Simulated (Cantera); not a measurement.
## Ammonia decomposition in nitride growth gas

An isothermal, constant-pressure homogeneous reactor starts with 37.0 % NH3, 63.0 % H2, at 2275 K and 1800 Pa.

Detailed kinetics in Cantera: the gas-phase N/H chemistry of the illustrative SiF4/NH3 mechanism in the Surface Chemkin manual (1991). Walls and surfaces, which speed up NH3 decomposition in real reactors, are not modelled.

```csv
t (s),x NH3,x H2,x NH2,x H,x NH,x N
8.00e-5,0.370,0.630,0.000102,5.64e-5,1.55e-7,4.98e-10
0.000184,0.370,0.630,0.000235,0.000128,9.42e-7,8.16e-9
0.000423,0.370,0.629,0.000535,0.000291,5.14e-6,1.07e-7
0.000972,0.369,0.629,0.00117,0.000638,2.46e-5,1.13e-6
0.00223,0.365,0.631,0.00202,0.00111,7.09e-5,5.49e-6
0.00513,0.356,0.637,0.00219,0.00125,8.54e-5,7.35e-6
0.0118,0.334,0.650,0.00210,0.00131,8.41e-5,7.44e-6
0.0271,0.290,0.678,0.00190,0.00142,8.08e-5,7.56e-6
0.0623,0.213,0.727,0.00154,0.00167,7.35e-5,7.73e-6
0.143,0.111,0.791,0.000986,0.00223,5.95e-5,7.88e-6
0.329,0.0279,0.843,0.000390,0.00374,3.83e-5,8.21e-6
0.757,0.000369,0.850,2.10e-5,0.0154,8.58e-6,7.61e-6
1.74,1.35e-6,0.822,2.40e-7,0.0464,3.06e-7,8.51e-7
4.00,1.59e-7,0.812,3.52e-8,0.0571,5.60e-8,1.94e-7
```
x: mole fraction; the columns are a selection and need not sum to one.

Equilibrium at this temperature and pressure: NH3 6.43e-8, H2 0.811, NH2 1.43e-8, H 0.0574, NH 2.29e-8, N 7.97e-8 (gas phase only).
